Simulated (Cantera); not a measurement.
A closed system holds: 1 mol SiF₄, 2.4 mol N₂, equilibrated at 1825 °C and 133 Pa.

Equilibrium computed with Cantera from the NASA thermochemical tables; the gas is ideal and each condensed phase is pure. Candidate condensed phases: Si, Si₃N₄; 16 gas species. The tables' values for SiF₃, SiF₂ are old estimates; treat these amounts as uncertain. The numbers say what is thermodynamically allowed, not how fast it happens.

Base state: N₂ 0.702, SiF₄ 0.286, F 0.00609, SiF₃ 0.00602, SiF₂ 3.40e-5 (mole fractions); condensed: gas only.

Q: What changes in the equilibrium state with this change: temperature from 1825 °C to 975 °C?

A: 
```json
[
 {"species": "N₂", "before": "0.702", "after": "0.706"},
 {"species": "SiF₄", "before": "0.286", "after": "0.294"},
 {"species": "F", "before": "0.00609", "after": "4.24e-8"},
 {"species": "SiF₃", "before": "0.00602", "after": "4.24e-8"},
 {"species": "SiF₂", "before": "3.40e-5", "after": "<1e-9"}
]
```

Q: What changes in the equilibrium state with this change: temperature from 1825 °C to 1252 °C?

A: 
```csv
species,before,after
N₂,0.702,0.706
SiF₄,0.286,0.294
F,0.00609,8.76e-6
SiF₃,0.00602,8.76e-6
SiF₂,3.40e-5,<1e-9
```
